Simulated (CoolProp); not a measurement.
Vapour-liquid equilibrium of cyclopropane (1) + R134a (2) at 278.1 K; x and y are mole fractions of (1).

Values from CoolProp's multi-fluid Helmholtz-energy mixture model, Polt 1992 and Tillner-Roth 1994; pair parameters Bell 2016. This equation is an older, rougher fit; its heat capacities, sound speeds and derivatives of the liquid may be far off and weren't checked against measurements.

| x | bubble pressure (bar) | y at the bubble point | dew pressure at overall composition x (bar) | liquid density (mol/L) |
|---|---|---|---|---|
| 0.05 | 3.901 | 0.138 | 3.632 | 12.59 |
| 0.15 | 4.507 | 0.309 | 3.942 | 12.73 |
| 0.25 | 4.888 | 0.409 | 4.289 | ? |
| 0.35 | 5.109 | 0.476 | 4.664 | ? |
| 0.45 | 5.224 | 0.524 | 5.029 | 13.31 |
| 0.55 | 5.268 | 0.565 | ? | 13.59 |
| 0.65 | 5.253 | 0.606 | ? | 13.91 |
| 0.75 | 5.161 | ? | 4.881 | 14.28 |
| 0.85 | 4.937 | 0.733 | 4.534 | 14.70 |
| 0.95 | 4.452 | 0.874 | 4.198 | ? |

Problem. What belongs in the gaps?

Solution. 
- 0.25, liquid density (mol/L): 12.89
- 0.35, liquid density (mol/L): 13.08
- 0.55, dew pressure at overall composition x (bar): 5.259
- 0.65, dew pressure at overall composition x (bar): 5.177
- 0.75, y at the bubble point: 0.657
- 0.95, liquid density (mol/L): 15.17

y crosses x between x = 0.55 and 0.65: the model has an azeotrope there.

The pair parameters rest on a limited set of measurements; away from them the model extrapolates.
